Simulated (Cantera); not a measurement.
Gas mixture: C2H2 = 0.05 (molar parts), at 500000 Pa, frozen composition.

Cantera's kinetic-theory transport with the Lennard-Jones parameters of GRI-Mech 3.0, ideal gas; thermal conductivity in the multicomponent form.

One state of this run: ρ (kg/m³) = 2.61; cp (J/kg/K) = 2232; μ (µPa s) = 18.9; λ (mW/m/K) = 57.2; Pr = 0.737; D (cm²/s) C2H2 = -45.9; D (cm²/s) CO2 = 0.0901; D (cm²/s) CH4 = 0.125. D: mixture-averaged diffusion coefficient of that species in the mixture.

Question: Which value of T (K) does it belong to?
A) 900
B) 1000
C) 700
D) 600

Answer: D, 600
